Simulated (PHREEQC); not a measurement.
Model water analysis in mg/kgw, 40 °C, pH 7.47:

```tsv
constituent	mg/kgw
Na	5220
K	635
Ca	668
Mg	351
Cl	5550
S(6) as SO4	39.6
Alkalinity as HCO3	4.42
Si as SiO2	5.53
Sr	3.34
```

Valence states are taken as typed.

Computed with PHREEQC (Pitzer model, pitzer.dat).

No solid was allowed to form.

Task: Order these C species by the share of C that they hold, largest first: MgCO3, CO3-2, CO2, HCO3-.

Result: HCO3- (94 %), CO2 (4.5 %), CO3-2 (0.68 %), MgCO3 (0.48 %)

The pH is 7.47 and the ionic strength 0.263 mol/kgw. Complexes and solids missing from the database can't appear. At this temperature some constants are extrapolated from 25 °C, and those without enthalpy data are left unchanged.
